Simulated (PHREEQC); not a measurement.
Synthetic water in mg/kgw, 55 °C, pH 6.71:

```
constituent         mg/kgw
------------------  ------
Na                    2780
K                      268
Ca                    58.2
Mg                    94.1
Cl                    4550
S(6) as SO4            571
Alkalinity as HCO3    10.1
Si as SiO2            3.68
B                     41.6
Li                   0.193
```

Valence states are taken as typed.

Model: Pitzer model, pitzer.dat, run in PHREEQC.

No solid was allowed to form.

Question: Predict the specific conductance, charge-balance error, density.

Answer: specific conductance 24800 µS/cm; charge-balance error -0.7 %; density 0.992 g/cm³.

Question: In which forms is C present?

Answer: HCO3- 78 %, CO2 22 % of the C.

Away from 25 °C the constants follow the database's enthalpies or fits; those with neither stay at their 25 °C values.
